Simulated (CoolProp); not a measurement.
Vapour-liquid equilibrium of cis-2-butene (1) + acetone (2) at 288.4 K; x and y are mole fractions of (1).

Computed with CoolProp (multi-fluid Helmholtz-energy mixture model, Lemmon 2005 and Lemmon 2006; pair parameters Bell 2016).

```csv
x,bubble pressure (bar),y at the bubble point,dew pressure at overall composition x (bar),liquid density (mol/L)
0.05,0.3970,0.518,0.2086,13.54
0.125,0.6476,0.721,0.2259,13.31
0.2,0.8430,0.797,0.2462,13.08
0.275,0.9900,0.837,0.2705,12.86
0.35,1.098,0.860,0.3001,12.64
0.425,1.177,0.876,0.3368,12.43
0.5,1.236,0.887,0.3837,12.23
0.575,1.283,0.897,0.4456,12.04
0.65,1.324,0.906,0.5309,11.86
0.725,1.365,0.916,0.6554,11.69
0.8,1.408,0.929,0.8513,11.53
0.875,1.456,0.948,1.174,11.38
0.95,1.507,0.975,1.461,11.25
```

No azeotrope shows between x = 0.05 and 0.95.

The pair parameters rest on a limited set of measurements; away from them the model extrapolates. With so large a gap from Raoult's law the liquid may split in two, which this calculation doesn't test in full.
